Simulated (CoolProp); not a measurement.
Vapour-liquid equilibrium of isobutane (1) + n-butane (2) at 376 K; x and y are mole fractions of (1).

Computed with CoolProp (multi-fluid Helmholtz-energy mixture model, Bücker 2006 and Bücker 2006; pair parameters Kunz 2012).

```json
[
 {"x": "0.05", "bubble pressure (MPa)": "1.635", "y at the bubble point": "0.058", "dew pressure at overall composition x (MPa)": "1.631", "liquid density (mol/L)": "7.918"},
 {"x": "0.2", "bubble pressure (MPa)": "1.702", "y at the bubble point": "0.227", "dew pressure at overall composition x (MPa)": "1.691", "liquid density (mol/L)": "7.830"},
 {"x": "0.35", "bubble pressure (MPa)": "…", "y at the bubble point": "0.387", "dew pressure at overall composition x (MPa)": "1.754", "liquid density (mol/L)": "7.737"},
 {"x": "0.5", "bubble pressure (MPa)": "1.841", "y at the bubble point": "0.539", "dew pressure at overall composition x (MPa)": "1.822", "liquid density (mol/L)": "7.641"},
 {"x": "0.65", "bubble pressure (MPa)": "…", "y at the bubble point": "0.685", "dew pressure at overall composition x (MPa)": "1.895", "liquid density (mol/L)": "7.539"},
 {"x": "0.8", "bubble pressure (MPa)": "1.989", "y at the bubble point": "0.824", "dew pressure at overall composition x (MPa)": "1.975", "liquid density (mol/L)": "…"},
 {"x": "0.95", "bubble pressure (MPa)": "2.067", "y at the bubble point": "0.957", "dew pressure at overall composition x (MPa)": "…", "liquid density (mol/L)": "…"}
]
```

Question: Complete the blanks.

Answer: 
- 0.35, bubble pressure (MPa): 1.770
- 0.65, bubble pressure (MPa): 1.913
- 0.8, liquid density (mol/L): 7.431
- 0.95, dew pressure at overall composition x (MPa): 2.063
- 0.95, liquid density (mol/L): 7.316

No azeotrope shows between x = 0.05 and 0.95.

The pair parameters rest on a limited set of measurements; away from them the model extrapolates.
